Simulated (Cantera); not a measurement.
Charge: 1 mol Fe3O4, 13 mol CO, 0.18 mol N2, equilibrated at 777 °C and 750 Torr.

Equilibrium computed with Cantera from the NASA thermochemical tables; the gas is ideal and each condensed phase is pure. Candidate condensed phases: C, Fe, Fe(CO)5, FeO, Fe2O3, Fe3O4; 27 gas species. Mutual solubility and eutectic melting of coexisting phases are not modelled. The tables' stoichiometric FeO is somewhat more stable than real wüstite, so its field is too wide. FeO: taken at fixed stoichiometry. Equilibrium is a limit: real reactors are often held back by kinetics, nucleation or transport.

Base state: CO 0.797, CO2 0.189, N2 0.0137 (mole fractions); condensed: Fe(α) + FeO(s).

Task: What changes in the equilibrium state with this change: temperature from 777 °C to 1625 °C?

Result: 
| species | before | after |
|---|---|---|
| CO | 0.797 | 0.889 |
| CO2 | 0.189 | 0.0977 |
| N2 | 0.0137 | 0.0137 |
| Fe | <1e-9 | 0.000109 |
| Fe(α), mol | 1.49 | 0 |
| FeO(s), mol | 1.51 | 0 |
| Fe(l), mol | 0 | 0.286 |
| FeO(l), mol | 0 | 2.71 |
Each liquid is taken as pure.

Task: What changes in the equilibrium state with this change: temperature from 777 °C to 1150 °C?

Result: 
| species | before | after |
|---|---|---|
| CO | 0.797 | 0.843 |
| CO2 | 0.189 | 0.143 |
| N2 | 0.0137 | 0.0137 |
| Fe(α), mol | 1.49 | 0 |
| FeO(s), mol | 1.51 | 2.11 |
| Fe(γ), mol | 0 | 0.890 |
